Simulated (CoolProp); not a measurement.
Vapour-liquid equilibrium of isopentane (1) + R365MFC (2) at 1.23 MPa; x and y are mole fractions of (1).

The numbers come from the multi-fluid Helmholtz-energy mixture model, Lemmon 2006 and Lemmon 2016; pair parameters Bell 2016 in CoolProp.

```json
[
 {"x": "0.05", "bubble temperature, mixture model (K)": "403.2", "bubble temperature, Raoult's law (K)": "406.4", "y, mixture model": "0.095", "y, Raoult's law": "0.057"},
 {"x": "0.125", "bubble temperature, mixture model (K)": "398.9", "bubble temperature, Raoult's law (K)": "405.9", "y, mixture model": "0.212", "y, Raoult's law": "0.140"},
 {"x": "0.2", "bubble temperature, mixture model (K)": "395.7", "bubble temperature, Raoult's law (K)": "405.4", "y, mixture model": "0.305", "y, Raoult's law": "0.222"},
 {"x": "0.275", "bubble temperature, mixture model (K)": "393.3", "bubble temperature, Raoult's law (K)": "404.8", "y, mixture model": "0.379", "y, Raoult's law": "0.303"},
 {"x": "0.35", "bubble temperature, mixture model (K)": "391.6", "bubble temperature, Raoult's law (K)": "404.3", "y, mixture model": "0.440", "y, Raoult's law": "0.381"},
 {"x": "0.425", "bubble temperature, mixture model (K)": "390.4", "bubble temperature, Raoult's law (K)": "403.8", "y, mixture model": "0.492", "y, Raoult's law": "0.459"},
 {"x": "0.5", "bubble temperature, mixture model (K)": "389.7", "bubble temperature, Raoult's law (K)": "403.2", "y, mixture model": "0.539", "y, Raoult's law": "0.534"},
 {"x": "0.575", "bubble temperature, mixture model (K)": "389.4", "bubble temperature, Raoult's law (K)": "402.7", "y, mixture model": "0.584", "y, Raoult's law": "0.609"},
 {"x": "0.65", "bubble temperature, mixture model (K)": "389.5", "bubble temperature, Raoult's law (K)": "402.2", "y, mixture model": "0.630", "y, Raoult's law": "0.681"},
 {"x": "0.725", "bubble temperature, mixture model (K)": "390.0", "bubble temperature, Raoult's law (K)": "401.6", "y, mixture model": "0.680", "y, Raoult's law": "0.752"},
 {"x": "0.8", "bubble temperature, mixture model (K)": "391.1", "bubble temperature, Raoult's law (K)": "401.1", "y, mixture model": "0.738", "y, Raoult's law": "0.822"},
 {"x": "0.875", "bubble temperature, mixture model (K)": "393.1", "bubble temperature, Raoult's law (K)": "400.6", "y, mixture model": "0.812", "y, Raoult's law": "0.890"},
 {"x": "0.95", "bubble temperature, mixture model (K)": "396.4", "bubble temperature, Raoult's law (K)": "400.0", "y, mixture model": "0.911", "y, Raoult's law": "0.956"}
]
```

The largest gap from Raoult's law is -13.5 K in bubble temperature, at x = 0.5. y crosses x between x = 0.575 and 0.65: the model has an azeotrope there.

Pair parameters are fitted to limited data, so mixtures are less certain than the pure fluids.
